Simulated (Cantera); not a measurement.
**Diamond growth**

A diamond (100) surface in a fixed gas of H2 with x(CH4) = 0.0024, x(H) = 0.0025, x(CH3) = 0.0002, at 1173 K; coverages are run to steady state.

Model: the Harris–Goodwin 1993 mechanism for the reconstructed diamond (100) surface, integrated in Cantera.

| P (Pa) | growth (µm/h) | θ c6HH | θ c6H* | θ c6*H | θ c6** | θ c6HM |
|---|---|---|---|---|---|---|
| 300 | 0.0423 | 0.464 | 0.0352 | 0.475 | 0.0241 | 0.000394 |
| 530 | 0.0884 | 0.464 | 0.0351 | 0.475 | 0.0240 | 0.000690 |
| 930 | 0.194 | 0.464 | 0.0351 | 0.474 | 0.0240 | 0.00118 |
| 1600 | 0.438 | 0.463 | 0.0351 | 0.474 | 0.0240 | 0.00196 |
| 2900 | 1.12 | 0.462 | 0.0350 | 0.473 | 0.0239 | 0.00330 |
| 5000 | 2.68 | 0.461 | 0.0349 | 0.471 | 0.0239 | 0.00511 |
| 8800 | 6.51 | 0.459 | 0.0348 | 0.469 | 0.0238 | 0.00758 |
| 15000 | 14.5 | 0.457 | 0.0346 | 0.467 | 0.0237 | 0.0103 |
θ: site fractions in the mechanism's names (c6HH fully hydrogenated, c6H* and c6*H radical sites, c6** diradical, c6HM methylated).
